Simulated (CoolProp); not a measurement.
Aqueous methanol as a coolant, at 37 °C, 1 atm.

Computed with CoolProp (Melinder's fits for secondary coolants).

| mass % | freezing point (°C) | cp (kJ/(kg K)) | Prandtl number | viscosity (mPa s) | conductivity (W/(m K)) |
|---|---|---|---|---|---|
| 2.4 | -1.4 | … | 5.02 | 0.731 | … |
| 7.5 | -4.7 | 4.174 | 5.91 | 0.816 | 0.576 |
| 12.7 | -8.7 | 4.150 | 6.88 | 0.902 | 0.544 |
| 17.9 | -13.1 | 4.118 | 7.88 | 0.982 | 0.513 |
| 23.1 | -18.1 | 4.080 | 8.87 | 1.05 | 0.483 |
| 28.3 | -23.7 | … | 9.79 | 1.10 | 0.454 |
| 33.5 | -29.9 | 3.975 | 10.6 | 1.14 | … |
| 38.7 | -36.9 | 3.896 | 11.2 | 1.15 | … |
| 43.9 | -44.5 | 3.796 | 11.6 | 1.15 | 0.377 |
| 49.1 | … | 3.681 | 11.7 | 1.13 | 0.354 |

Problem. What belongs in the gaps?

Solution. 
- 2.4, cp (kJ/(kg K)): 4.180
- 2.4, conductivity (W/(m K)): 0.609
- 28.3, cp (kJ/(kg K)): 4.034
- 33.5, conductivity (W/(m K)): 0.427
- 38.7, conductivity (W/(m K)): 0.401
- 49.1, freezing point (°C): -52.9
